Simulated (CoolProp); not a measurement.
Saturation properties of hydrogen sulfide.

Computed with CoolProp (reference Helmholtz-energy equation of state, Lemmon 2006). It is a short technical equation, of lower accuracy than the large ones.

```csv
T (K),p (kPa),liquid cp (kJ/(kg K)),vapour Z,liquid viscosity (µPa s),vapour viscosity (µPa s)
216.5,121.5,1.994,0.9737,279,8.51
221.3,152.7,1.995,0.9691,261,8.67
226.1,189.8,1.996,0.9641,245,8.83
230.8,232.6,1.999,0.9586,232,8.98
235.6,283.7,2.004,0.9525,221,9.13
240.3,341.6,2.009,0.9461,210,9.28
245.1,409.7,2.016,0.9389,201,9.43
249.9,487.6,2.025,0.9312,192,9.58
254.6,574.2,2.036,0.9230,184,9.73
```

It boils at 212.9 K under 1 atm.

Viscosity comes from a separate model (Quiñones-Cisneros 2012).
